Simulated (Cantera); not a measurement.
An isothermal, constant-pressure homogeneous reactor starts with H2 : O2 = 0.0055 : 1 (molar parts), at 1450 K and 1.28 Torr. Integrator tolerance rtol = 1e-08.

Cantera simulation using the H2/O2 subset of GRI-Mech 3.0, which has no nitrogen chemistry; the numbers are that mechanism's predictions, not measurements. Radical loss at walls, strong at low pressure, is not modelled.

**Question.** What does this change do: pressure from 1.28 Torr to 3.38 Torr?

**Answer.** 
```csv
quantity,before,after
x(H2) at 3.00 s,1.13e-5 (gas-phase equilibrium 1.26e-7),8.68e-6 (gas-phase equilibrium 7.77e-8)
x(O2) at 3.00 s,0.989 (gas-phase equilibrium 0.994),0.991 (gas-phase equilibrium 0.994)
x(H2O) at 3.00 s,0.00502 (gas-phase equilibrium 0.00544),0.00509 (gas-phase equilibrium 0.00545)
x(HO2) at 3.00 s,2.50e-8 (gas-phase equilibrium 2.04e-8),5.47e-8 (gas-phase equilibrium 2.60e-8)
x(H2O2) at 3.00 s,5.17e-10 (gas-phase equilibrium 3.45e-11),1.20e-9 (gas-phase equilibrium 5.62e-11)
x(H) at 3.00 s,7.46e-5 (gas-phase equilibrium 8.21e-8),4.98e-5 (gas-phase equilibrium 3.96e-8)
x(OH) at 3.00 s,0.000798 (gas-phase equilibrium 8.48e-5),0.000701 (gas-phase equilibrium 6.65e-5)
```

**Question.** What does this change do: pressure from 1.28 Torr to 20.0 Torr?

**Answer.** 
```tsv
quantity	before	after
x(H2) at 3.00 s	1.13e-5 (gas-phase equilibrium 1.26e-7)	2.81e-7 (gas-phase equilibrium 3.20e-8)
x(O2) at 3.00 s	0.989 (gas-phase equilibrium 0.994)	0.994 (gas-phase equilibrium 0.994)
x(H2O) at 3.00 s	0.00502 (gas-phase equilibrium 0.00544)	0.00542 (gas-phase equilibrium 0.00546)
x(HO2) at 3.00 s	2.50e-8 (gas-phase equilibrium 2.04e-8)	4.12e-8 (gas-phase equilibrium 4.07e-8)
x(H2O2) at 3.00 s	5.17e-10 (gas-phase equilibrium 3.45e-11)	7.65e-10 (gas-phase equilibrium 1.37e-10)
x(H) at 3.00 s	7.46e-5 (gas-phase equilibrium 8.21e-8)	2.72e-7 (gas-phase equilibrium 1.04e-8)
x(OH) at 3.00 s	0.000798 (gas-phase equilibrium 8.48e-5)	0.000126 (gas-phase equilibrium 4.27e-5)
```

**Question.** What does this change do: H2 0.0055 to 0.035 parts?

**Answer.** 
```tsv
quantity	before	after
x(H2) at 3.00 s	1.13e-5 (gas-phase equilibrium 1.26e-7)	0.000303 (gas-phase equilibrium 8.07e-7)
x(O2) at 3.00 s	0.989 (gas-phase equilibrium 0.994)	0.943 (gas-phase equilibrium 0.965)
x(H2O) at 3.00 s	0.00502 (gas-phase equilibrium 0.00544)	0.0308 (gas-phase equilibrium 0.0343)
x(HO2) at 3.00 s	2.50e-8 (gas-phase equilibrium 2.04e-8)	1.30e-7 (gas-phase equilibrium 5.01e-8)
x(H2O2) at 3.00 s	5.17e-10 (gas-phase equilibrium 3.45e-11)	3.50e-9 (gas-phase equilibrium 2.14e-10)
x(H) at 3.00 s	7.46e-5 (gas-phase equilibrium 8.21e-8)	0.00166 (gas-phase equilibrium 2.07e-7)
x(OH) at 3.00 s	0.000798 (gas-phase equilibrium 8.48e-5)	0.00405 (gas-phase equilibrium 0.000211)
```
The temperature is held fixed by assumption; the heat of reaction is taken as removed at once.
